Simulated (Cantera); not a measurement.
Charge: 1 mol N₂O, 4.9 mol H₂O, 0.046 mol O₂, held at 3202 °C and 5.40 bar.

Equilibrium computed with Cantera from the NASA thermochemical tables; the gas is ideal and each condensed phase is pure. Candidate condensed phases: H₂O; 24 gas species. Kinetics and transport are ignored.

Base state: H₂O 0.406, OH 0.132, N₂ 0.118, H₂ 0.113, H 0.0806, O₂ 0.0764, O 0.0550, NO 0.0183 (mole fractions); condensed: gas only.

Question: What changes in the equilibrium state with this change: pressure from 5.40 bar to 0.133 bar?

Answer: 
```csv
species,before,after
H,0.0806,0.434
O,0.0550,0.252
H₂,0.113,0.0808
H₂O,0.406,0.0329
O₂,0.0764,0.0394
NO,0.0183,0.0102
N₂,0.118,0.0705
OH,0.132,0.0802
NO₂,1.13e-5,7.04e-7
HO₂,0.000129,8.86e-6
N,2.91e-5,0.000143
```

Question: What changes in the equilibrium state with this change: temperature from 3202 °C to 875 °C?

Answer: 
```json
[
 {"species": "H₂O", "before": "0.406", "after": "0.760"},
 {"species": "N₂", "before": "0.118", "after": "0.155"},
 {"species": "O₂", "before": "0.0764", "after": "0.0847"},
 {"species": "OH", "before": "0.132", "after": "2.06e-6"},
 {"species": "H₂", "before": "0.113", "after": "4.62e-9"},
 {"species": "H", "before": "0.0806", "after": "<1e-9"},
 {"species": "O", "before": "0.0550", "after": "<1e-9"},
 {"species": "NO", "before": "0.0183", "after": "3.64e-5"},
 {"species": "N", "before": "2.91e-5", "after": "<1e-9"},
 {"species": "HO₂", "before": "0.000129", "after": "1.56e-8"},
 {"species": "NO₂", "before": "1.13e-5", "after": "1.18e-6"}
]
```

Question: What changes in the equilibrium state with this change: temperature from 3202 °C to 1900 °C?

Answer: 
| species | before | after |
|---|---|---|
| H₂O | 0.406 | 0.754 |
| N₂ | 0.118 | 0.153 |
| O₂ | 0.0764 | 0.0817 |
| OH | 0.132 | 0.00635 |
| H₂ | 0.113 | 0.00109 |
| H | 0.0806 | 6.86e-5 |
| O | 0.0550 | 0.000280 |
| NO | 0.0183 | 0.00326 |
| N | 2.91e-5 | 1.51e-9 |
| HO₂ | 0.000129 | 1.12e-5 |
| NO₂ | 1.13e-5 | 6.29e-6 |
